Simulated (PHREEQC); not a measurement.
Solution (25 °C): 0.0037 mol/kgw (NH4)2CO3. Closed to the air; pH follows from the charge balance.

Model: ion-association model, phreeqc.dat, run in PHREEQC.

```json
[
 {"quantity": "pH", "before": "9.20", "after": "3.20"},
 {"quantity": "ionic strength (mol/kgw)", "before": "0.00433", "after": "0.0112"},
 {"quantity": "NH4+ (mol/kgw)", "before": "0.00402", "after": "0.00740"},
 {"quantity": "NH3 (mol/kgw)", "before": "0.00338", "after": "5.98e-9"}
]
```

Q: Which change was made?
A. temperature from 25 to 65 °C
B. diluted 10-fold with water
C. (NH4)2CO3 replaced by (NH4)2SiF6 at the same molality

A: C, (NH4)2CO3 replaced by (NH4)2SiF6 at the same molality

This is a speciation only: nothing precipitates in the calculation. Some of these states are supersaturated (in Quartz (slow to form), Chalcedony (slow to form), for instance). SiF6-2 is the database's only silicon fluoride.
